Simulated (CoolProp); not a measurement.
A single-stage vapour-compression cycle with chlorine: evaporating at 280.15 K (dew point), condensing at 321.15 K (bubble point), superheat 2 K, subcooling 0 K, compressor efficiency 0.65, no pressure losses. Each further row changes one setting.

Computed with CoolProp (reference Helmholtz-energy equation of state, Thol 2021).

```tsv
case	cooling COP	pressure ratio	discharge temperature (K)	refrigerating effect (kJ/kg)	volumetric capacity (kJ/m³)
as stated	3.74	3.00	407.5	221	3320
evaporating temperature 285.15 K	4.41	2.58	394.5	223	3860
condensing temperature 316.15 K	4.35	2.67	392.7	226	3400
subcooling 5 K	3.83	3.00	407.5	226	3400
superheat 12 K	3.67	3.00	422.0	227	3260
compressor efficiency 0.55	3.17	3.00	426.8	221	3320
```
